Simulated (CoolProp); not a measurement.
Model: reference Helmholtz-energy equation of state, Lemmon 2004, in CoolProp. It is a short technical equation, of lower accuracy than the large ones.

### Question
For n-dodecane, give the phase and the cp (kJ/(kg K)), conductivity (mW/(m K)) at 525.8 K and 0.0491 MPa; 280.2 K and 10.6 MPa.

### Answer
- 525.8 K and 0.0491 MPa: gas; cp 2.61, conductivity 27.7
- 280.2 K and 10.6 MPa: liquid; cp 2.15, conductivity 143

Thermal conductivity comes from a separate model (Huber 2004).
